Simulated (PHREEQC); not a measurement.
# Metal-bearing waste water: an equilibrium model

A solution holds 16 mmol/kgw Al2(SO4)3, 0.81 mmol/kgw ZnCl2, 0.033 mmol/kgw HCl and 6.7 mmol/kgw Na2SO4, at 25 °C. Closed to the air; pH follows from the charge balance.

Equilibrium calculation in PHREEQC: ion-association model, phreeqc.dat.

Each row changes one thing in this solution. Precipitation was switched off in this run.

```
case                                                    pH  ionic strength (mol/kgw)  SO4-2 (mol/kgw)  Na+ (mol/kgw)  NaSO4- (mol/kgw)  Zn+2 (mol/kgw)  SI of Halite (NaCl)  SI of Zn(OH)2(e) (Zn(OH)2)
----------------------------------------------------  ----  ------------------------  ---------------  -------------  ----------------  --------------  -------------------  --------------------------
as made                                               4.00                    0.0788           0.0198         0.0129          0.000512        0.000434                -6.45                       -7.25
HCl from 3.3e-05 to 0.000165 mol/kgw                  3.86                    0.0787           0.0197         0.0129          0.000510        0.000434                -6.41                       -7.53
Al2(SO4)3 replaced by Fe2(SO4)3 at the same molality  2.76                    0.0808           0.0206         0.0129          0.000528        0.000427                -6.45                       -9.75
Al2(SO4)3 from 0.016 to 0.008 mol/kgw                 4.07                    0.0523           0.0137         0.0130          0.000405        0.000465                -6.41                       -7.04
HCl replaced by CuCl2 at the same molality            4.04                    0.0788           0.0198         0.0129          0.000512        0.000434                -6.44                       -7.18
diluted 2-fold with water                             4.05                    0.0440           0.0113        0.00652          0.000176        0.000244                -7.00                       -7.33
```

Some of these states are supersaturated (in Gibbsite (slow to form), Hematite (slow to form), Goethite (slow to form), for instance).
